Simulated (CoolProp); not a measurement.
Carbonyl sulfide at 443.47 K and 6.57 MPa is throttled through a valve to 3.34 MPa with no heat exchange. Each further row changes one setting.

Values from CoolProp's reference Helmholtz-energy equation of state, Lemmon 2006. It is a short technical equation, of lower accuracy than the large ones.

```
case                      temperature change (K)  final density (kg/m³)
------------------------  ----------------------  ---------------------
as stated                                  -30.2                   68.5
outlet pressure 1 MPa                      -54.9                   19.6
outlet pressure 4.34 MPa                   -20.3                   90.5
```
